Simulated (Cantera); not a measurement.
Premixed flame

A freely propagating, adiabatic, planar premixed flame of H2 : O2 : N2 = 1 : 0.263 : 0.989 (molar parts), unburnt at 350 K and 8.10 bar; mixture-averaged transport, grid criteria slope 0.08 and curve 0.16, no radiation.

Cantera simulation using the H2/O2 subset of GRI-Mech 3.0, which has no nitrogen chemistry; the numbers are that mechanism's predictions, not measurements. The hydrogen kinetics of GRI-Mech 3.0 are dated; newer H2 mechanisms differ, most at raised pressure. Burning velocities carry a grid error of a few per cent, more on coarse grids.

| z (mm) | T (K) | u (m/s) | x H2 | x O2 | x O | x H2O | x H | x HO2 |
|---|---|---|---|---|---|---|---|---|
| -0.0802 | 350 | 3.33 | 0.444 | 0.117 | <1e-8 | 2.29e-8 | <1e-8 | <1e-8 |
| -0.0535 | 350 | 3.33 | 0.444 | 0.117 | <1e-8 | 2.81e-7 | <1e-8 | 1.31e-8 |
| -0.0401 | 351 | 3.34 | 0.443 | 0.117 | <1e-8 | 3.85e-6 | <1e-8 | 2.12e-7 |
| -0.0267 | 357 | 3.38 | 0.441 | 0.117 | 9.06e-8 | 7.08e-5 | <1e-8 | 4.62e-6 |
| -0.0134 | 475 | 4.35 | 0.417 | 0.120 | 6.33e-6 | 0.00537 | 8.39e-6 | 0.000540 |
| -0.00669 | 831 | 7.34 | 0.374 | 0.109 | 0.000152 | 0.0395 | 0.00165 | 0.00128 |
| 0 | 1255 | 10.8 | 0.320 | 0.0810 | 0.000825 | 0.104 | 0.0104 | 0.000583 |
| 0.00669 | 1552 | 13.3 | 0.270 | 0.0466 | 0.00144 | 0.171 | 0.0225 | 0.000281 |
| 0.0134 | 1723 | 14.7 | 0.239 | 0.0222 | 0.00124 | 0.216 | 0.0302 | 0.000126 |
| 0.0267 | 1873 | 15.9 | 0.219 | 0.00435 | 0.000555 | 0.250 | 0.0319 | 2.31e-5 |
| 0.0535 | 1974 | 16.7 | 0.219 | 0.000384 | 0.000238 | 0.260 | 0.0245 | 2.14e-6 |
| 0.107 | 2050 | 17.3 | 0.224 | 6.01e-5 | 0.000100 | 0.262 | 0.0156 | 4.57e-7 |
| 0.214 | 2101 | 17.6 | 0.228 | 2.03e-5 | 3.53e-5 | 0.264 | 0.00901 | 1.61e-7 |
x: mole fraction of selected species; z is measured from the peak of heat release.

The laminar burning velocity comes out as 333 cm/s and the thermal thickness comes out as 0.0267 mm. The peak x(O) comes out as 0.00145 and the peak x(H) comes out as 0.0326. The peak x(HO2) is 0.00143 and the grid points is 114.
